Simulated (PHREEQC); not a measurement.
Make-up at 25 °C: 23 mmol/kgw CuCl2, 0.15 mmol/kgw HBF4 and 0.077 mmol/kgw KCl. Closed to the air; pH follows from the charge balance.

Model: ion-association model, phreeqc.dat, run in PHREEQC.

Each row changes one thing in this solution. No solid was allowed to form.

```tsv
case	pH	ionic strength (mol/kgw)	Cu+2 (mol/kgw)	CuCl+ (mol/kgw)	F- (mol/kgw)	HF (mol/kgw)	SI of Sylvite (KCl)
as made	3.43	0.0670	0.0217	0.00117	0.000373	0.000161	-6.56
HBF4 replaced by HF at the same molality	3.94	0.0668	0.0218	0.00117	0.000115	1.54e-5	-6.56
HBF4 from 0.00015 to 0.000165 mol/kgw	3.40	0.0670	0.0217	0.00117	0.000402	0.000187	-6.56
CuCl2 from 0.023 to 0.23 mol/kgw	3.41	0.586	0.179	0.0468	0.000305	9.57e-5	-5.80
0.00063 mol/kgw H3BO3 added	3.43	0.0670	0.0217	0.00117	0.000371	0.000160	-6.56
diluted 5-fold with water	4.01	0.0138	0.00452	7.11e-5	0.000102	1.31e-5	-7.86
```

Real BF4- forms and hydrolyses slowly; the run takes it at equilibrium.
